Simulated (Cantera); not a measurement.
Cantera run:

```python
import numpy as np
import cantera as ct

gas_names = """
    Ca CaF CaF2 CaO Ca2 F FO FO2 F2 F2O N NF NF2 NF3 NO NO2 NO3 N2 N2O O O2 O3
""".split()
cond_names = """
    Ca(a) Ca(b) Ca(L) CaF2(a) CaF2(b) CaF2(L) CaO(s) CaO(L)
""".split()


def load(file, names, dense=False):
    # The tables refer to 1 bar. Condensed volumes are neglected.
    table = {s.name: s for s in ct.Species.list_from_file(file)}
    out = []
    for n in names:
        d = dict(table[n].input_data)
        d["thermo"] = dict(d["thermo"], **{"reference-pressure": 1e5})
        if dense:
            d["equation-of-state"] = {"model": "constant-volume", "density": "1e6 g/cm^3"}
        out.append(ct.Species.from_dict(d))
    return out


gas = ct.Solution(thermo="ideal-gas", species=load("nasa_gas.yaml", gas_names))
cond = {s.name: ct.Solution(thermo="fixed-stoichiometry", species=[s], name=s.name)
        for s in load("nasa_condensed.yaml", cond_names, dense=True)}
atoms = {
    'CaF2': {'Ca': 1, 'F': 2},
    'O2': {'O': 2},
    'N2': {'N': 2},
}
top_T = {}  # K; cautious upper limits of use, not melting points


def equilibrate(T, P, feed):
    n = {}
    for name, mol in feed.items():
        for a, k in atoms[name].items():
            n[a] = n.get(a, 0.0) + k * mol
    gas.TPX = T, P, n
    mass = sum(n.values()) * gas.mean_molecular_weight
    gas.equilibrate("TP")
    valid = [c for c in cond.values() if c.min_temp <= T <= top_T.get(c.name, c.max_temp)]
    mix = ct.Mixture([(gas, mass / gas.mean_molecular_weight)] + [(c, 0.0) for c in valid])
    mix.T, mix.P = T, P
    mix.equilibrate("TP", solver="vcs", rtol=1e-11, max_steps=5000)
    return mix


results = []
feed = {'CaF2': 1, 'O2': 0.83, 'N2': 4.7}  # mol
P = 7000  # Pa
for T in [1050, 1150, 1250, 1350, 1450, 1550, 1650, 1750, 1850]:
    mix = equilibrate(T, P, feed)
    results.append((T, P, feed, dict(zip(mix.species_names, mix.species_moles))))
    x = sorted(zip(gas.X, gas.species_names), reverse=True)
    print(f"T = {T:g} K  P = {P:g} Pa  gas = {mix.phase_moles(0):.4g} mol")
    print("   x: " + "  ".join(f"{s} {v:.3e}" for v, s in x if v > 0.0001))
    print("   condensed (mol): " + ("  ".join(f"{mix.phase(i).name} {mix.phase_moles(i):.4g}"
          for i in range(1, mix.n_phases) if mix.phase_moles(i) > 1e-12) or "none"))
```

It prints:

```
T = 1050 K  P = 7000 Pa  gas = 5.53 mol
   x: N2 8.499e-01  O2 1.501e-01
   condensed (mol): CaF2(a) 1
T = 1150 K  P = 7000 Pa  gas = 5.53 mol
   x: N2 8.499e-01  O2 1.500e-01  NO 1.152e-04
   condensed (mol): CaF2(a) 1  CaO(s) 8.022e-12
T = 1250 K  P = 7000 Pa  gas = 5.53 mol
   x: N2 8.498e-01  O2 1.500e-01  NO 2.476e-04
   condensed (mol): CaF2(a) 1  CaO(s) 1.811e-10
T = 1350 K  P = 7000 Pa  gas = 5.53 mol
   x: N2 8.497e-01  O2 1.499e-01  NO 4.751e-04
   condensed (mol): CaF2(a) 1  CaO(s) 2.558e-09
T = 1450 K  P = 7000 Pa  gas = 5.53 mol
   x: N2 8.495e-01  O2 1.497e-01  NO 8.328e-04
   condensed (mol): CaF2(b) 0.9999  CaO(s) 2.471e-08
T = 1550 K  P = 7000 Pa  gas = 5.531 mol
   x: N2 8.492e-01  O2 1.494e-01  NO 1.357e-03
   condensed (mol): CaF2(b) 0.9995  CaO(s) 1.752e-07
T = 1650 K  P = 7000 Pa  gas = 5.533 mol
   x: N2 8.484e-01  O2 1.489e-01  NO 2.083e-03  CaF2 5.469e-04
   condensed (mol): CaF2(b) 0.997  CaO(s) 9.601e-07
T = 1750 K  P = 7000 Pa  gas = 5.544 mol
   x: N2 8.462e-01  O2 1.481e-01  NO 3.037e-03  CaF2 2.531e-03  O 1.088e-04
   condensed (mol): CaF2(L) 0.986  CaO(s) 4.066e-06
T = 1850 K  P = 7000 Pa  gas = 5.583 mol
   x: N2 8.398e-01  O2 1.464e-01  CaF2 9.318e-03  NO 4.226e-03  O 2.789e-04
   condensed (mol): CaF2(L) 0.948  CaO(s) 1.371e-05
```

Method: chemical equilibrium by Gibbs-energy minimisation in Cantera with the NASA 1993 tables (ideal gas, pure condensed phases).
